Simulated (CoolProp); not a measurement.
2000 sccm (0 °C, 1 atm) of nitrogen bubbles through liquid n-octane at 330.3 K and leaves saturated at a total pressure of 0.15 MPa (ideal gas phase). Each further row changes one setting.

Values from CoolProp's reference Helmholtz-energy equation of state, Beckmüller 2019.

| case | vapour pressure (kPa) | mole fraction of vapour | delivery (mg/min) | delivery (sccm) | change of delivery for a bath 1 K warmer (%) |
|---|---|---|---|---|---|
| as stated | 9.27 | 0.0618 | [?] | 132 | 4.8 |
| bath temperature 335.3 K | [?] | 0.0767 | 846 | 166 | 4.7 |
| total pressure 0.3 MPa | 9.27 | [?] | 325 | [?] | [?] |

Task: What belongs in the gaps?

Result: 
- as stated, delivery (mg/min): 671
- bath temperature 335.3 K, vapour pressure (kPa): 11.5
- total pressure 0.3 MPa, mole fraction of vapour: 0.0309
- total pressure 0.3 MPa, delivery (sccm): 63.8
- total pressure 0.3 MPa, change of delivery for a bath 1 K warmer (%): 4.6
